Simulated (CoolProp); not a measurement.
The fluid at 293.15 K and 0.897 MPa expands adiabatically to 0.0615 MPa with isentropic efficiency 0.7. The same conditions are run with several fluids, on thermodynamics alone (safety and materials aside).

Computed with CoolProp (reference Helmholtz-energy equation of state of each fluid (ethylene: Smukala 2000; carbon monoxide: Lemmon 2006; CH3F (R41): Lemmon 2006; CF4 (R14): Platzer 1990)). The equations of Platzer and Polt are older, rougher fits.

```tsv
fluid	work (kJ/kg)	final temperature (K)	final density (kg/m³)
ethylene	___	___	1.06
carbon monoxide	113	___	___
CH3F (R41)	95.1	187.8	___
CF4 (R14)	41.6	___	2.95
```

**Question.** Fill in the missing entries.

**Answer.** 
- ethylene, work (kJ/kg): 118
- ethylene, final temperature (K): 197.7
- carbon monoxide, final temperature (K): 182.3
- carbon monoxide, final density (kg/m³): 1.14
- CH3F (R41), final density (kg/m³): 1.38
- CF4 (R14), final temperature (K): 222.1
